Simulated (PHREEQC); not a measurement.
PHREEQC input (ion-association model, wateq4f.dat):

```
SOLUTION_MASTER_SPECIES
  An  An-  0  An  62.0  # stands for a non-complexing anion
SOLUTION_SPECIES
  An- = An-
    -log_k 0
    -gamma 3.0 0
PHASES
  Fix_H+
    H+ = H+
    -log_k 0
SOLUTION 1
  temp 25
  units mmol/kgw
  pH 7 charge
  S(6) 0.0011
  Ag 0.0022
  Na 50
  An 50
END
SELECTED_OUTPUT 1
  -reset false
  -pH true
  -pe true
  -ionic_strength true
  -water true
  -totals Ag Na S S(-2) S(6)
  -molalities Hfo_wOH Hfo_wOH2+ Hfo_wO- Hfo_sOH Hfo_sOH2+ Hfo_sO- Hfo_sOAg Hfo_wOAg Hfo_wSO4- Hfo_wOHSO4-2
  -saturation_indices Ag2O Ag2SO4 Mirabilite
USER_PUNCH 1
  -headings sigma psi
  10 PUNCH EDL("sigma", "Hfo"), EDL("psi", "Hfo")
PRINT
  -reset false
USE solution 1
SURFACE 1
  Hfo_wOH 8.31461e-05 600 0.037
  Hfo_sOH 2.07865e-06
EQUILIBRIUM_PHASES 1
  Fix_H+ -4 HAn 10
    -force_equality true
  O2(g) -0.68 10
END
# ... the last block is repeated for the other 12 points of pH, with NaOH or the acid as the point needs
```

Selected output (columns that matter, 13 of 13 rows; pH added in front):

```
pH	mu	Ag	Na	S	m_Hfo_wOH	m_Hfo_wOH2+	m_Hfo_wO-	m_Hfo_sOH	m_Hfo_sOH2+	m_Hfo_sO-	si_Ag2O	si_Mirabilite	sigma	psi
4	0.050152	2.1999e-06	0.05	3.7118e-08	1.6163e-05	6.5829e-05	9.0913e-08	4.0928e-07	1.6669e-06	2.3021e-09	-16.067	-9.4803	0.28683	0.15854
4.5	0.050066	2.1992e-06	0.05	7.3337e-08	2.7738e-05	5.4056e-05	3.2606e-07	7.0185e-07	1.3678e-06	8.2504e-09	-15.067	-9.1828	0.23273	0.1479
5	0.050034	2.1965e-06	0.05	1.7812e-07	3.9413e-05	4.1963e-05	8.4806e-07	9.9474e-07	1.0591e-06	2.1404e-08	-14.068	-8.7968	0.1766	0.13386
5.5	0.050021	2.1865e-06	0.05	4.3306e-07	4.9214e-05	3.1504e-05	1.7612e-06	1.2323e-06	7.8887e-07	4.4102e-08	-13.072	-8.4108	0.12742	0.11735
6	0.050014	2.1529e-06	0.05	7.9544e-07	5.6333e-05	2.3402e-05	3.1065e-06	1.3818e-06	5.7405e-07	7.6202e-08	-12.086	-8.1466	0.08796	0.09888
6.5	0.05001	2.0549e-06	0.05	1.02e-06	6.0572e-05	1.776e-05	4.7324e-06	1.4111e-06	4.1377e-07	1.1025e-07	-11.126	-8.0386	0.057295	0.078253
7	0.050007	1.8269e-06	0.05	1.0855e-06	6.2649e-05	1.4102e-05	6.3761e-06	1.2889e-06	2.9012e-07	1.3118e-07	-10.229	-8.0116	0.034151	0.055467
7.5	0.050004	1.4514e-06	0.05	1.0978e-06	6.3527e-05	1.1709e-05	7.8961e-06	1.0256e-06	1.8903e-07	1.2748e-07	-9.4283	-8.0067	0.016821	0.031025
8	0.050004	1.0258e-06	0.050002	1.0997e-06	6.3796e-05	9.9897e-06	9.3333e-06	7.1485e-07	1.1194e-07	1.0458e-07	-8.7298	-8.0059	0.0028824	0.0056341
8.5	0.050008	6.6015e-07	0.050008	1.1e-06	6.3671e-05	8.5201e-06	1.09e-05	4.5478e-07	6.0856e-08	7.7857e-08	-8.1128	-8.0057	-0.01042	-0.019906
9	0.050018	3.8973e-07	0.05002	1.1e-06	6.3057e-05	7.0296e-06	1.2958e-05	2.8052e-07	3.1272e-08	5.7645e-08	-7.5711	-8.0055	-0.025883	-0.044793
9.5	0.050047	2.0394e-07	0.050052	1.1e-06	6.1554e-05	5.4231e-06	1.6006e-05	1.8213e-07	1.6046e-08	4.7359e-08	-7.1351	-8.0051	-0.046133	-0.068325
10	0.050135	9.1542e-08	0.050142	1.1e-06	5.8478e-05	3.7924e-06	2.0657e-05	1.3305e-07	8.6286e-09	4.7e-08	-6.8359	-8.0039	-0.07347	-0.090031
```
